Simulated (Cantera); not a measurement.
A closed system holds: 1 mol (CH₃)₂SiCl₂, 0.11 mol C₂H₂, 3.5 mol H₂, equilibrated at 0.310 bar.

Method: chemical equilibrium by Gibbs-energy minimisation in Cantera with the NASA 1993 tables (ideal gas, pure condensed phases). Candidate condensed phases: C, C₆H₆, C₇H₈, C₈H₁₈, Si, SiC; 109 gas species. The feed counts by its element totals alone. The tables' values for SiCl₃, SiCl are old estimates; treat these amounts as uncertain. Gases not in the tables: Si₂H₆ and higher silanes. The numbers say what is thermodynamically allowed, not how fast it happens.

x: gas mole fraction; n: condensed amount in mol.

```csv
T (K),x H₂,x HCl,x SiCl₂,x H,x Cl,x C₂H₂ (acetylene),x SiCl₄,n C(graphite),n SiC(s)
1398,0.748,0.245,0.00112,7.35e-6,___,1.83e-6,0.00304,1.26,0.957
1473,0.744,0.251,0.00174,1.96e-5,___,4.84e-6,0.00138,1.25,0.967
1548,0.743,0.253,0.00250,4.77e-5,___,1.17e-5,0.000637,1.25,0.969
1623,0.743,0.253,0.00341,0.000107,___,2.59e-5,0.000306,1.25,0.965
1698,0.743,0.251,0.00448,0.000224,___,5.35e-5,0.000154,1.26,0.959
1773,0.744,0.249,0.00571,0.000441,___,0.000104,8.14e-5,1.27,0.951
1848,0.744,0.247,0.00707,0.000822,___,0.000192,4.47e-5,1.27,0.942
1923,0.745,0.244,0.00855,0.00146,___,0.000336,2.55e-5,1.28,0.931
1998,0.745,0.240,0.0101,0.00249,___,0.000565,1.50e-5,1.29,0.919
2073,0.745,0.237,0.0118,0.00408,___,0.000913,9.11e-6,1.30,0.907
2148,0.744,0.232,0.0135,0.00646,___,0.00143,5.66e-6,1.30,0.893
2223,0.742,0.228,0.0151,0.00991,___,0.00215,3.59e-6,1.31,0.878
2298,0.738,0.222,0.0168,0.0148,___,0.00316,2.32e-6,1.31,0.860
```

Problem. Some entries are withheld; supply them.

Solution. 
- 1398, x Cl: 1.98e-6
- 1473, x Cl: 5.35e-6
- 1548, x Cl: 1.29e-5
- 1623, x Cl: 2.87e-5
- 1698, x Cl: 5.89e-5
- 1773, x Cl: 0.000114
- 1848, x Cl: 0.000207
- 1923, x Cl: 0.000359
- 1998, x Cl: 0.000598
- 2073, x Cl: 0.000956
- 2148, x Cl: 0.00148
- 2223, x Cl: 0.00221
- 2298, x Cl: 0.00321
